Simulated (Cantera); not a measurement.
Cantera run, input and output.

```python
import numpy as np
import cantera as ct

gas = ct.Solution("gri30.yaml")
gas.TPX = 1123, 100000, {'H2': 2.5, 'O2': 1, 'N2': 2.7}
reactor = ct.IdealGasConstPressureReactor(gas, energy="off", clone=False)
net = ct.ReactorNet([reactor])
net.rtol, net.atol = 1e-08, 1e-18
show = ['H2', 'O2', 'N2O', 'OH', 'H2O2']
times = np.geomspace(3e-06, 20, 15)

steps = ct.SolutionArray(gas, extra=["t"])
rows = []
print(f"{'t/s':>10s}{'T/K':>9s}{'P/Pa':>11s}" + "".join(f"{s:>11s}" for s in show))
for t in times:
    while net.time < t:
        t_next = net.step()
        steps.append(gas.state, t=t_next)
    rows.append([np.interp(t, steps.t, y) for y in (steps.T, steps.P, *steps(*show).X.T)])
    print(f"{t:10.3e}{rows[-1][0]:9.1f}{rows[-1][1]:11.4g}" + "".join(f"{x:11.3e}" for x in rows[-1][2:]))
rate = np.gradient(steps.T, steps.t)
print("integrator steps:", len(steps.t))
if steps.T.max() > steps.T[0] + 200:
    print(f"time of steepest temperature rise: {steps.t[rate.argmax()]:.4e} s")
gas.TPX = 1123, 100000, {'H2': 2.5, 'O2': 1, 'N2': 2.7}
gas.equilibrate("TP")
print(f"equilibrium (TP): T = {gas.T:.1f} K  " + "  ".join(f"{s} {gas[s].X[0]:.3e}" for s in show))
```

Output:

```
       t/s      T/K       P/Pa         H2         O2        N2O         OH       H2O2
 3.000e-06   1123.0      1e+05  4.032e-01  1.613e-01  7.205e-17  1.433e-10  5.577e-12
 9.216e-06   1123.0      1e+05  4.032e-01  1.613e-01  1.459e-15  1.197e-09  7.014e-11
 2.831e-05   1123.0      1e+05  4.032e-01  1.613e-01  2.342e-13  1.427e-07  6.287e-09
 8.697e-05   1123.0      1e+05  1.271e-01  2.473e-02  1.569e-08  1.927e-03  4.550e-06
 2.672e-04   1123.0      1e+05  9.381e-02  9.626e-05  6.426e-09  9.966e-05  1.013e-07
 8.208e-04   1123.0      1e+05  9.550e-02  2.794e-06  2.390e-09  2.535e-05  2.389e-08
 2.521e-03   1123.0      1e+05  9.596e-02  1.658e-07  1.362e-09  7.669e-06  6.251e-09
 7.746e-03   1123.0      1e+05  9.609e-02  1.558e-08  2.082e-09  2.418e-06  1.392e-09
 2.380e-02   1123.0      1e+05  9.613e-02  1.886e-09  4.330e-09  7.663e-07  2.283e-10
 7.310e-02   1123.0      1e+05  9.615e-02  2.355e-10  6.293e-09  2.452e-07  2.914e-11
 2.246e-01   1123.0      1e+05  9.615e-02  2.768e-11  5.325e-09  8.218e-08  3.542e-12
 6.899e-01   1123.0      1e+05  9.615e-02  3.046e-12  2.753e-09  2.875e-08  4.455e-13
 2.119e+00   1123.0      1e+05  9.615e-02  3.243e-13  9.247e-10  9.996e-09  5.433e-14
 6.510e+00   1123.0      1e+05  9.615e-02  3.400e-14  1.682e-10  3.368e-09  6.185e-15
 2.000e+01   1123.0      1e+05  9.615e-02  3.479e-15  6.731e-12  1.125e-09  6.902e-16
integrator steps: 2926
equilibrium (TP): T = 1123.0 K  H2 9.615e-02  O2 8.570e-17  N2O 1.031e-16  OH 2.737e-10  H2O2 4.087e-17
```

Computed with Cantera and GRI-Mech 3.0 (53 species, 325 reactions). The temperature is held fixed by assumption; the heat of reaction is taken as removed at once.
